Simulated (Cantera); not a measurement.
Titanium nitride, carbide and oxide coatings: Ti(OiPr)₄ + C₃H₈

Feed: 1 mol Ti(OiPr)₄, 0.07 mol C₃H₈, at 4200 Pa.

These are equilibrium values from Cantera (NASA tables, ideal gas, pure condensed phases), not measurements of a reactor. Candidate condensed phases: C, C₆H₆, C₇H₈, C₈H₁₈, H₂O, Ti, TiC, TiO, TiO₂, Ti₂O₃, Ti₃O₅, Ti₄O₇; 113 gas species. The feed counts by its element totals alone. Mutual solubility and eutectic melting of coexisting phases are not modelled. TiC: taken at fixed stoichiometry. Condensed phases not in the tables: Magnéli phases beyond Ti₄O₇. Rates play no part.

| T (K) | x H₂ | x CO | x H | x C₂H₂ (acetylene) | n C(graphite) | n Ti₄O₇(s) | n TiC(s) | n Ti₃O₅(s) |
|---|---|---|---|---|---|---|---|---|
| 1173 | 0.863 | 0.136 | 5.35e-7 | 5.29e-8 | 9.95 | 0.250 | 0 | 0 |
| 1273 | 0.848 | 0.151 | 3.20e-6 | 3.15e-7 | 9.53 | 0 | 0.129 | 0.290 |
| 1373 | 0.781 | 0.219 | 1.44e-5 | 1.35e-6 | 7.21 | 0 | 1.00 | 0 |
| 1473 | 0.781 | 0.219 | 5.46e-5 | 5.08e-6 | 7.21 | 0 | 1.00 | 0 |
| 1573 | 0.781 | 0.219 | 0.000175 | 1.61e-5 | 7.21 | 0 | 1.00 | 0 |
| 1673 | 0.781 | 0.219 | 0.000491 | 4.45e-5 | 7.21 | 0 | 1.00 | 0 |
| 1773 | 0.780 | 0.219 | 0.00123 | 0.000109 | 7.21 | 0 | 1.00 | 0 |
| 1873 | 0.778 | 0.219 | 0.00278 | 0.000243 | 7.20 | 0 | 1.00 | 0 |
| 1973 | 0.776 | 0.218 | 0.00580 | 0.000497 | 7.19 | 0 | 1.00 | 0 |
| 2073 | 0.770 | 0.218 | 0.0113 | 0.000944 | 7.18 | 0 | 1.000 | 0 |
| 2173 | 0.761 | 0.217 | 0.0205 | 0.00168 | 7.15 | 0 | 1.000 | 0 |
x: gas mole fraction; n: condensed amount in mol.

At 1173 K the condensed part is C(graphite) + Ti₄O₇(s). At 1273 K the condensed part is C(graphite) + TiC(s) + Ti₃O₅(s). From 1373 K to 2173 K the condensed part is C(graphite) + TiC(s).
